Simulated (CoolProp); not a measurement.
Saturation properties of p-xylene.

Computed with CoolProp (reference Helmholtz-energy equation of state, Zhou 2012).

```json
[
 {"T (K)": "336.3", "p (MPa)": "0.007876", "liquid density (kg/m³)": "823.2", "vapour Z": "0.9924", "liquid viscosity (µPa s)": "402", "vapour viscosity (µPa s)": "7.27", "liquid conductivity (mW/(m K))": "117"},
 {"T (K)": "341.5", "p (MPa)": "0.009816", "liquid density (kg/m³)": "818.6", "vapour Z": "0.9910", "liquid viscosity (µPa s)": "383", "vapour viscosity (µPa s)": "7.37", "liquid conductivity (mW/(m K))": "116"},
 {"T (K)": "346.7", "p (MPa)": "0.01214", "liquid density (kg/m³)": "813.9", "vapour Z": "[?]", "liquid viscosity (µPa s)": "366", "vapour viscosity (µPa s)": "7.47", "liquid conductivity (mW/(m K))": "114"},
 {"T (K)": "351.8", "p (MPa)": "0.01484", "liquid density (kg/m³)": "809.3", "vapour Z": "0.9878", "liquid viscosity (µPa s)": "349", "vapour viscosity (µPa s)": "7.57", "liquid conductivity (mW/(m K))": "113"},
 {"T (K)": "357", "p (MPa)": "0.01809", "liquid density (kg/m³)": "804.6", "vapour Z": "0.9859", "liquid viscosity (µPa s)": "334", "vapour viscosity (µPa s)": "7.67", "liquid conductivity (mW/(m K))": "[?]"},
 {"T (K)": "362.2", "p (MPa)": "0.02190", "liquid density (kg/m³)": "799.9", "vapour Z": "0.9838", "liquid viscosity (µPa s)": "320", "vapour viscosity (µPa s)": "7.77", "liquid conductivity (mW/(m K))": "111"},
 {"T (K)": "367.3", "p (MPa)": "0.02625", "liquid density (kg/m³)": "795.2", "vapour Z": "0.9816", "liquid viscosity (µPa s)": "307", "vapour viscosity (µPa s)": "7.87", "liquid conductivity (mW/(m K))": "109"},
 {"T (K)": "372.5", "p (MPa)": "0.03139", "liquid density (kg/m³)": "790.4", "vapour Z": "0.9791", "liquid viscosity (µPa s)": "294", "vapour viscosity (µPa s)": "7.97", "liquid conductivity (mW/(m K))": "108"},
 {"T (K)": "377.7", "p (MPa)": "0.03732", "liquid density (kg/m³)": "785.5", "vapour Z": "0.9764", "liquid viscosity (µPa s)": "283", "vapour viscosity (µPa s)": "8.07", "liquid conductivity (mW/(m K))": "107"},
 {"T (K)": "382.8", "p (MPa)": "0.04398", "liquid density (kg/m³)": "780.8", "vapour Z": "[?]", "liquid viscosity (µPa s)": "272", "vapour viscosity (µPa s)": "8.17", "liquid conductivity (mW/(m K))": "106"},
 {"T (K)": "388", "p (MPa)": "0.05172", "liquid density (kg/m³)": "775.8", "vapour Z": "0.9703", "liquid viscosity (µPa s)": "261", "vapour viscosity (µPa s)": "8.27", "liquid conductivity (mW/(m K))": "105"}
]
```

Task: Complete the blanks.

Result: 
- 346.7, vapour Z: 0.9895
- 357, liquid conductivity (mW/(m K)): 112
- 382.8, vapour Z: 0.9735

It boils at 411.5 K under 1 atm.

Viscosity comes from a separate model (Balogun 2015). Thermal conductivity comes from a separate model (Mylona 2014).
